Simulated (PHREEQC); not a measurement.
Consider water at 25 °C with 30 mmol/kgw CuSO4 and 190 mmol/kgw HNO3. Closed to the air; pH follows from the charge balance.

All values are PHREEQC results (ion-association model, phreeqc.dat), not measurements.

This is a speciation only: nothing precipitates in the calculation.

Problem. Order these S species by the share of S that they hold, largest first: SO4-2, HSO4-, CuSO4.

Solution. HSO4- (76 %), SO4-2 (16 %), CuSO4 (7.2 %)

The pH is 0.88 and the ionic strength 0.256 mol/kgw. Species that the database lacks are ignored.
